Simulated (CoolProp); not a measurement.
Vapour-liquid equilibrium of ethylbenzene (1) + m-xylene (2) at 17.2 bar; x and y are mole fractions of (1).

Model: multi-fluid Helmholtz-energy mixture model, Zhou 2012 and Zhou 2012; pair parameters Bell 2016, in CoolProp.

```
x      bubble temperature (°C)  y at the bubble point  dew temperature at overall composition x (°C)  liquid density (mol/L)
-----  -----------------------  ---------------------  ---------------------------------------------  ----------------------
0.05                     287.5                    ___                                          287.5                   5.293
0.125                    287.3                    ___                                          287.3                   5.299
0.2                      287.2                    ___                                          287.2                   5.305
0.275                    287.0                  0.279                                          287.0                   5.311
0.35                     286.8                  0.354                                          286.8                   5.318
0.425                    286.7                  0.429                                          286.7                   5.324
0.5                      286.5                    ___                                          286.5                   5.330
0.575                    286.4                    ___                                          286.4                   5.337
0.65                     286.2                  0.653                                          286.2                   5.343
0.725                    286.1                    ___                                          286.1                   5.350
0.8                      286.0                    ___                                          286.0                   5.357
0.875                    285.9                    ___                                          285.9                   5.364
0.95                     285.8                  0.951                                          285.8                   5.370
```

Q: Fill in the missing entries.

A: 
- 0.05, y at the bubble point: 0.051
- 0.125, y at the bubble point: 0.127
- 0.2, y at the bubble point: 0.203
- 0.5, y at the bubble point: 0.504
- 0.575, y at the bubble point: 0.579
- 0.725, y at the bubble point: 0.728
- 0.8, y at the bubble point: 0.802
- 0.875, y at the bubble point: 0.876

No azeotrope shows between x = 0.05 and 0.95.

The pair parameters rest on a limited set of measurements; away from them the model extrapolates.
